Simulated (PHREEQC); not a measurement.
Dissolve 0.039 mol/kgw NaH2PO4, 0.00092 mol/kgw KHF2 and 0.11 mol/kgw NaCl at 21 °C. Closed to the air; pH follows from the charge balance.

Computed with PHREEQC (ion-association model, phreeqc.dat).

No solid was allowed to form.

Order these F species by the share of F that they hold, largest first: NaF, F-, HF2-, HF.

F- (84 %), HF (12 %), NaF (3.9 %), HF2- (0.14 %)

The pH is 3.85 and the ionic strength 0.150 mol/kgw.
